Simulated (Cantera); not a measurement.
A freely propagating, adiabatic, planar premixed flame of CH4 : H2 : O2 : N2 : H2O = 1 : 0.7 : 1.68 : 6.88 : 0.83 (molar parts), equivalence ratio 1.4, unburnt at 675 K and 0.375 atm; mixture-averaged transport, grid criteria slope 0.08 and curve 0.16, no radiation.

Computed with Cantera and GRI-Mech 3.0 (53 species, 325 reactions). Burning velocities carry a grid error of a few per cent, more on coarse grids.

Task: How do the results move with these cheaper or finer settings: unity-Lewis-number transport; multicomponent transport; multicomponent+Soret transport; grid criteria slope 0.5, curve 1; grid criteria slope 0.25, curve 0.5; grid criteria slope 0.03, curve 0.06?

Result: 
| setting | laminar burning velocity | thermal thickness | peak x(CH2) | peak x(CH2O) | grid points |
|---|---|---|---|---|---|
| as above | 151 cm/s | 0.908 mm | 7.75e-5 | 0.000855 | 152 |
| unity-Lewis-number transport | 93.7 cm/s | 1.20 mm | 6.19e-5 | 0.000583 | 142 |
| multicomponent transport | 151 cm/s | 0.919 mm | 7.75e-5 | 0.000856 | 152 |
| multicomponent+Soret transport | 151 cm/s | 0.903 mm | 7.71e-5 | 0.000867 | 152 |
| grid criteria slope 0.5, curve 1 | 163 cm/s | 1.05 mm | 7.24e-5 | 0.000833 | 45 |
| grid criteria slope 0.25, curve 0.5 | 160 cm/s | 0.946 mm | 7.83e-5 | 0.000854 | 66 |
| grid criteria slope 0.03, curve 0.06 | 149 cm/s | 0.901 mm | 7.75e-5 | 0.000855 | 365 |
The base run took around 16 core-seconds (rough).
Unity Lewis numbers drop preferential diffusion, which matters most where H2 and H carry the flame; Soret adds thermal diffusion.
